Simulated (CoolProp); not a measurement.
The fluid at 293.15 K and 0.727 MPa flows at 6.7 m/s in a round tube of 20 mm bore and 45 µm roughness, fully developed (64/Re and Nu = 3.66 if laminar; Colebrook and Gnielinski if turbulent). The same conditions are run with several fluids, on thermodynamics alone (safety and materials aside).

The numbers come from the reference Helmholtz-energy equation of state of each fluid (ammonia: Gao 2020; CF4 (R14): Platzer 1990; R410A: Lemmon 2003; nitrogen: Span 2000; methane: Setzmann 1991) in CoolProp. The equations of Platzer and Polt are older, rougher fits. Blends and air are pseudo-pure fits.

| fluid | Reynolds number | Darcy friction factor | pressure drop (Pa/m) | heat-transfer coefficient (W/(m² K)) | mass flow (kg/h) |
|---|---|---|---|---|---|
| ammonia | 76800 | 0.0262 | 164 | ___ | 42.2 |
| CF4 (R14) | 209000 | 0.0250 | 757 | 447 | 205 |
| R410A | ___ | 0.0248 | 676 | 509 | 184 |
| nitrogen | 63500 | ___ | 249 | ___ | 63.4 |
| methane | ___ | 0.0267 | ___ | 278 | 36.7 |

Q: Complete the blanks.

A: 
- ammonia, heat-transfer coefficient (W/(m² K)): 329
- R410A, Reynolds number: 253000
- nitrogen, Darcy friction factor: 0.0265
- nitrogen, heat-transfer coefficient (W/(m² K)): 224
- methane, Reynolds number: 58400
- methane, pressure drop (Pa/m): 145

Transport values come from each fluid's own correlations; those of CF4 (R14) are estimates that may be off by 10 % or more.
